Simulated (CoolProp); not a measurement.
Cyclopentane along the isotherm 276.85 °C: density (kg/m³) from the reference equation and from simpler models built on Tc = 238.6 °C, pc = 4.583 MPa, ω = 0.202; each cubic takes its own stable root.

Values from CoolProp's reference Helmholtz-energy equation of state, Gedanitz 2015.

```
p (MPa)          phase  reference
-------  -------------  ---------
1.04               gas      17.07
2.08               gas      36.92
3.12               gas      60.84
4.17               gas      91.69
5.21     supercritical      134.6
6.25     supercritical      202.0
7.29     supercritical      292.0
8.33     supercritical      357.1
9.37     supercritical      393.4
10.4     supercritical      416.7
11.5     supercritical      434.7
```

Q: How far does each simpler model (ideal gas, van der Waals, Redlich-Kwong, Soave-Redlich-Kwong, Peng-Robinson) lie from the reference over these 11 states: mean and median of the absolute difference, and the worst?

A: 
- ideal gas: mean 43.2 %, median 52.5 %, worst -64.2 % at 276.85 °C and 8.33 MPa
- van der Waals: mean 9.5 %, median 5.8 %, worst -21.8 % at 276.85 °C and 11.5 MPa
- Redlich-Kwong: mean 4.2 %, median 3.2 %, worst -9.9 % at 276.85 °C and 9.37 MPa
- Soave-Redlich-Kwong: mean 7.0 %, median 5.8 %, worst -14.1 % at 276.85 °C and 8.33 MPa
- Peng-Robinson: mean 3.1 %, median 2.1 %, worst -7.0 % at 276.85 °C and 8.33 MPa
